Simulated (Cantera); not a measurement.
Input (Python, Cantera):

```python
import numpy as np
import cantera as ct

gas = ct.Solution("gri30.yaml")
gas.TPX = 475, 350000, {'H2': 1, 'O2': 0.61, 'N2': 2.54}
inlet = ct.Reservoir(gas, clone=True)
gas.equilibrate("HP")  # start burning
reactor = ct.IdealGasConstPressureReactor(gas, energy="on", clone=False)
exhaust = ct.Reservoir(gas, clone=True)
tau = [0.35, 0.14, 0.055, 0.022, 0.0089, 0.0036, 0.0014, 0.00057, 0.00023, 9.1e-05][0]
for a, b in ((inlet, reactor), (reactor, exhaust)):
    ct.MassFlowController(a, b, mdot=lambda t: reactor.mass / tau)
net = ct.ReactorNet([reactor])
show = ['H2', 'O2', 'H2O2', 'OH', 'H2O', 'NO2', 'NO']

rows = []
print(f"{'tau/s':>10s}{'T/K':>9s}" + "".join(f"{s:>11s}" for s in show))
for tau in [0.35, 0.14, 0.055, 0.022, 0.0089, 0.0036, 0.0014, 0.00057, 0.00023, 9.1e-05]:
    net.initial_time = 0.0
    net.advance(30 * tau)
    before = gas.X
    net.advance(40 * tau)
    drift = np.max(np.abs(gas.X - before) / (gas.X + 1e-9))
    rows.append([gas.T, *gas[show].X, drift])
    print(f"{tau:10.3e}{gas.T:9.1f}" + "".join(f"{x:11.3e}" for x in gas[show].X))
```

Result:

```
     tau/s      T/K         H2         O2       H2O2         OH        H2O        NO2         NO
 3.500e-01   2240.6  1.296e-03  2.759e-02  3.191e-07  4.263e-03  2.699e-01  3.172e-06  3.878e-03
 1.400e-01   2241.8  1.321e-03  2.798e-02  3.238e-07  4.329e-03  2.699e-01  2.537e-06  3.077e-03
 5.500e-02   2243.2  1.380e-03  2.852e-02  3.315e-07  4.449e-03  2.697e-01  1.668e-06  1.994e-03
 2.200e-02   2243.2  1.514e-03  2.898e-02  3.425e-07  4.648e-03  2.694e-01  9.268e-07  1.084e-03
 8.900e-03   2240.3  1.815e-03  2.927e-02  3.613e-07  5.010e-03  2.688e-01  4.924e-07  5.580e-04
 3.600e-03   2232.2  2.463e-03  2.949e-02  3.997e-07  5.690e-03  2.676e-01  2.765e-07  3.034e-04
 1.400e-03   2214.7  3.811e-03  2.982e-02  4.790e-07  6.872e-03  2.651e-01  1.596e-07  1.769e-04
 5.700e-04   2184.8  6.081e-03  3.043e-02  6.071e-07  8.426e-03  2.611e-01  9.248e-08  1.116e-04
 2.300e-04   2135.5  9.670e-03  3.160e-02  8.011e-07  1.021e-02  2.548e-01  5.263e-08  7.325e-05
 9.100e-05   2058.6  1.483e-02  3.363e-02  1.100e-06  1.186e-02  2.456e-01  3.311e-08  5.354e-05
```

Computed with Cantera and GRI-Mech 3.0 (53 species, 325 reactions). The hydrogen kinetics of GRI-Mech 3.0 are dated; newer H2 mechanisms differ, most at raised pressure.
